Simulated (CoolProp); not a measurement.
Vapour-liquid equilibrium of carbon dioxide (1) + ethane (2) at 10.1 bar; x and y are mole fractions of (1).

Values from CoolProp's multi-fluid Helmholtz-energy mixture model, Span 1996 and Bücker 2006; pair parameters Kunz 2012.

```tsv
x	bubble temperature (°C)	y at the bubble point	dew temperature at overall composition x (°C)	liquid density (mol/L)
0.05	-35.0	0.124	-33.0	15.75
0.125	-38.8	0.264	-35.0	16.26
0.2	-41.5	0.365	-37.1	16.76
0.275	-43.3	0.439	-39.1	17.26
0.35	-44.6	0.496	-41.1	17.80
0.425	-45.4	0.540	-43.0	18.37
0.5	-45.9	0.576	-44.7	19.00
0.575	-46.1	0.607	-45.9	19.71
0.65	-46.2	0.637	-46.1	20.50
0.725	-46.0	0.670	-45.3	21.39
0.8	-45.5	0.711	-44.0	22.38
0.875	-44.5	0.773	-42.5	23.46
0.95	-42.4	0.880	-40.9	24.60
```

y crosses x between x = 0.575 and 0.65: the model has an azeotrope there.

Pair parameters are fitted to limited data, so mixtures are less certain than the pure fluids.
